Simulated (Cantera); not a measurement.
Cantera run:

```python
import numpy as np
import cantera as ct

gas_names = """
    C CO COS CO2 CS CS2 C2 C2O C3 C3O2 C4 C5 Fe FeC5O5 FeO O O2 O3 S SO SO2 SO3 S2 S2O S8
""".split()
cond_names = """
    C(gr) Fe(a) Fe(c) Fe(d) Fe(L) FeC5O5(L) FeO(s) FeO(L) FeS(a) FeS(b) FeS(c) FeS(L) FeSO4(s) FeS2(s)
    Fe2O3(s) Fe2S3O12(s) Fe3O4(s) S(cr1) S(cr2) S(L)
""".split()


# ... load() reads the species with a 1 bar reference pressure and builds the phases ...
atoms = {
    'Fe2O3': {'Fe': 2, 'O': 3},
    'SO3': {'S': 1, 'O': 3},
    'CO2': {'C': 1, 'O': 2},
    'O2': {'O': 2},
}
top_T = {'C(gr)': 4500, 'FeSO4(s)': 950, 'FeS2(s)': 1010, 'Fe2O3(s)': 1830, 'Fe2S3O12(s)': 1100, 'Fe3O4(s)': 1870}  # K; cautious upper limits of use, not melting points


# ... equilibrate(T, P, feed) seeds the gas with the atoms and calls Mixture.equilibrate('TP', solver="vcs", rtol=1e-11, max_steps=5000) ...
results = []
feed = {'Fe2O3': 1, 'SO3': 0.42, 'CO2': 0.33, 'O2': 0.84}  # mol
T = 1723.15  # K
for P in [1000, 3000, 8800, 26000, 77000, 230000, 680000, 2000000]:
    mix = equilibrate(T, P, feed)
    results.append((T, P, feed, dict(zip(mix.species_names, mix.species_moles))))

top = {s: max(r[3][s] / sum(r[3][g] for g in gas_names) for r in results) for s in gas_names}
cols = sorted((s for s in top if top[s] > 1e-06), key=lambda s: -top[s])[:9]
seen = [c for c in cond_names if any(r[3].get(c, 0) > 1e-12 for r in results)]
print("log10 of partial pressures in bar; condensed amounts in mol")
print(f"{'P/Pa':>10s}" + "".join(f"{s[:9]:>10s}" for s in cols + seen))
for T, P, feed, n in results:
    ng = sum(n[g] for g in gas_names)
    print(f"{P:10.4g}" + "".join(f"{np.log10(max(n[s] / ng * P / 1e5, 1e-99)):10.3f}" for s in cols)
          + "".join(f"{n.get(c, 0):10.4g}" for c in seen))
```

It prints:

```
log10 of partial pressures in bar; condensed amounts in mol
      P/Pa        O2       SO2       CO2       SO3         O        CO        SO       FeO  Fe2O3(s)  Fe3O4(s)
      1000    -2.209    -2.671    -2.776    -5.632    -5.349    -5.719    -6.660    -7.914         0    0.6667
      3000    -1.732    -2.194    -2.298    -4.916    -5.110    -5.480    -6.422    -7.993         0    0.6667
      8800    -1.264    -1.727    -1.831    -4.216    -4.877    -5.247    -6.189    -8.071         0    0.6667
   2.6e+04    -0.794    -1.258    -1.360    -3.511    -4.641    -5.011    -5.954    -8.150         0    0.6667
   7.7e+04    -0.322    -0.788    -0.888    -2.805    -4.406    -4.775    -5.720    -8.228         0    0.6667
   2.3e+05     0.127    -0.276    -0.374    -2.069    -4.181    -4.486    -5.433    -8.328         1         0
   6.8e+05     0.597     0.190     0.097    -1.367    -3.946    -4.250    -5.202    -8.446         1         0
     2e+06     1.065     0.651     0.567    -0.672    -3.712    -4.014    -4.975    -8.563         1         0
```

These are equilibrium values from Cantera (NASA tables, ideal gas, pure condensed phases), not measurements of a reactor.
